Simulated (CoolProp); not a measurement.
The numbers come from the reference Helmholtz-energy equation of state, Smukala 2000 in CoolProp.

### Question
For ethylene, give the phase and the cv (kJ/(kg K)), isothermal compressibility (1/MPa) at 217.2 K and 0.646 MPa.

### Answer
- 217.2 K and 0.646 MPa: gas; cv 1.08, isothermal compressibility 1.75
